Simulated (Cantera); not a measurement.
A freely propagating, adiabatic, planar premixed flame of CH4 : O2 : N2 : CO2 = 1 : 2.44 : 9.17 : 0.02 (molar parts), equivalence ratio 0.82, unburnt at 500 K and 2.27 atm; mixture-averaged transport, grid criteria slope 0.08 and curve 0.16, no radiation.

Computed with Cantera and GRI-Mech 3.0 (53 species, 325 reactions). Burning velocities carry a grid error of a few per cent, more on coarse grids.

Problem. Predict: laminar burning velocity; thermal thickness; peak x(CH2O); peak x(CH3); peak x(C2H).

Solution. 
- laminar burning velocity = 54.7 cm/s
- thermal thickness = 0.220 mm
- peak x(CH2O) = 0.00114
- peak x(CH3) = 0.00132
- peak x(C2H) = 6.25e-8
